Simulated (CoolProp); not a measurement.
Vapour-liquid equilibrium of acetone (1) + n-decane (2) at 0.491 MPa; x and y are mole fractions of (1).

Computed with CoolProp (multi-fluid Helmholtz-energy mixture model, Lemmon 2006 and Lemmon 2006; pair parameters Bell 2016).

| x | bubble temperature, mixture model (°C) | bubble temperature, Raoult's law (°C) | y, mixture model | y, Raoult's law |
|---|---|---|---|---|
| 0.05 | 225.7 | 223.7 | 0.332 | 0.404 |
| 0.2 | 170.6 | 180.1 | 0.817 | 0.808 |
| 0.35 | 144.0 | 156.1 | 0.921 | 0.917 |
| 0.5 | 131.7 | 140.4 | 0.952 | 0.960 |
| 0.65 | 124.8 | 129.1 | 0.967 | 0.980 |
| 0.8 | 119.1 | 120.3 | 0.980 | 0.992 |
| 0.95 | 113.2 | 113.2 | 0.994 | 0.998 |

The largest gap from Raoult's law is -12.1 K in bubble temperature, at x = 0.35. No azeotrope shows between x = 0.05 and 0.95.

The pair parameters rest on a limited set of measurements; away from them the model extrapolates. The gap from Raoult's law changes sign with composition, which may be real or a fault of the pair parameters; it wasn't checked against measurements.
